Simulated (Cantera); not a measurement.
Feed: 1 mol FeCl3, 9.8 mol O2, 0.84 mol N2, at 1150 K and 13300 Pa.

Equilibrium computed with Cantera from the NASA thermochemical tables; the gas is ideal and each condensed phase is pure. Kinetics and transport are ignored.

```tsv
species	before	after
O2	0.795	0.797
Cl2	0.125	0.112
N2	0.0735	0.0731
FeCl3	0.00294	0.00793
Cl	0.00266	0.00701
FeCl2	0.000459	0.00323
ClO	3.76e-5	8.23e-5
NO	7.80e-5	0.000165
Fe2O3(s), mol	0.481	0.436
```
Gas species are given as mole fractions.

Task: Which change was made?
A. O2 from 9.8 to 0.064 mol
B. temperature from 1150 K to 1248 K
C. temperature from 1150 K to 1523 K
D. temperature from 1150 K to 1048 K

Result: B, temperature from 1150 K to 1248 K
